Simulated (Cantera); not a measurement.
Stirred combustor or abatement burner

A perfectly stirred reactor is fed with 4.86 % CO, 1.02 % H2, 4.71 % CH4, 16.1 % O2, 52.9 % N2, 20.4 % CO2, equivalence ratio 0.77, at 11.0 bar; it is adiabatic with a 775 K inlet, and is followed from long to short residence time, starting on the burning branch (τ in s: 0.045, 0.019, 0.0078, 0.0032, 0.0013, 0.00056, 0.00023, 9.6e-05, 4e-05, 1.7e-05, 6.9e-06).

Model: GRI-Mech 3.0 (53 species, 325 reactions), integrated in Cantera.

```json
[
 {"τ (s)": "0.045", "T (K)": "2063", "x CO": "0.00130", "x H2": "9.03e-5", "x CH4": "1.82e-6", "x C2H6": "9.78e-12", "x CH3": "5.75e-7", "x CH2O": "2.95e-7", "x O2": "0.0385"},
 {"τ (s)": "0.019", "T (K)": "2061", "x CO": "0.00159", "x H2": "0.000107", "x CH4": "4.03e-6", "x C2H6": "4.68e-11", "x CH3": "1.28e-6", "x CH2O": "6.60e-7", "x O2": "0.0387"},
 {"τ (s)": "0.0078", "T (K)": "2056", "x CO": "0.00222", "x H2": "0.000144", "x CH4": "8.67e-6", "x C2H6": "2.07e-10", "x CH3": "2.74e-6", "x CH2O": "1.44e-6", "x O2": "0.0390"},
 {"τ (s)": "0.0032", "T (K)": "2047", "x CO": "0.00344", "x H2": "0.000214", "x CH4": "1.76e-5", "x C2H6": "7.78e-10", "x CH3": "5.50e-6", "x CH2O": "2.97e-6", "x O2": "0.0396"},
 {"τ (s)": "0.0013", "T (K)": "2031", "x CO": "0.00560", "x H2": "0.000341", "x CH4": "3.47e-5", "x C2H6": "2.62e-9", "x CH3": "1.05e-5", "x CH2O": "5.92e-6", "x O2": "0.0407"},
 {"τ (s)": "0.00056", "T (K)": "2007", "x CO": "0.00889", "x H2": "0.000535", "x CH4": "6.53e-5", "x C2H6": "7.78e-9", "x CH3": "1.86e-5", "x CH2O": "1.11e-5", "x O2": "0.0423"},
 {"τ (s)": "0.00023", "T (K)": "1967", "x CO": "0.0143", "x H2": "0.000852", "x CH4": "0.000132", "x C2H6": "2.60e-8", "x CH3": "3.42e-5", "x CH2O": "2.18e-5", "x O2": "0.0451"},
 {"τ (s)": "9.6e-5", "T (K)": "1905", "x CO": "0.0226", "x H2": "0.00134", "x CH4": "0.000295", "x C2H6": "1.08e-7", "x CH3": "6.54e-5", "x CH2O": "4.51e-5", "x O2": "0.0497"},
 {"τ (s)": "4.0e-5", "T (K)": "775", "x CO": "0.0486", "x H2": "0.0102", "x CH4": "0.0471", "x C2H6": "<1e-12", "x CH3": "6.16e-12", "x CH2O": "<1e-12", "x O2": "0.161"},
 {"τ (s)": "1.7e-5", "T (K)": "775", "x CO": "0.0486", "x H2": "0.0102", "x CH4": "0.0471", "x C2H6": "<1e-12", "x CH3": "2.70e-12", "x CH2O": "<1e-12", "x O2": "0.161"},
 {"τ (s)": "6.9e-6", "T (K)": "775", "x CO": "0.0486", "x H2": "0.0102", "x CH4": "0.0471", "x C2H6": "<1e-12", "x CH3": "1.03e-12", "x CH2O": "<1e-12", "x O2": "0.161"}
]
```
x: mole fraction; the columns are a selection and need not sum to one.
